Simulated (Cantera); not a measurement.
Carbon deposition, reforming and gasification: C2H5OH + O2 + H2

Input: 1 mol C2H5OH, 0.082 mol O2, 34 mol H2, equilibrated at 698 K and 2630 Torr.

Method: chemical equilibrium by Gibbs-energy minimisation in Cantera with the NASA 1993 tables (ideal gas, pure condensed phases). Candidate condensed phases: C, C6H6, C7H8, C8H18, H2O; 110 gas species. Rates play no part.

- x(H2) = 0.910
- x(CH4) = 0.0571
- x(H2O) = 0.0333
- gas amount = 35.00 mol
- log10 activity of C(graphite) (absent) = -2.65
